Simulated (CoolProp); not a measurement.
The numbers come from the reference Helmholtz-energy equation of state, Thol 2018 in CoolProp.

For hydrogen chloride, give the phase and the Z, cp (kJ/(kg K)), speed of sound (m/s), isothermal compressibility (1/MPa) at 358.4 K and 18.5 MPa.


- 358.4 K and 18.5 MPa: supercritical; Z 0.374, cp 2.98, speed of sound 379, isothermal compressibility 0.0394
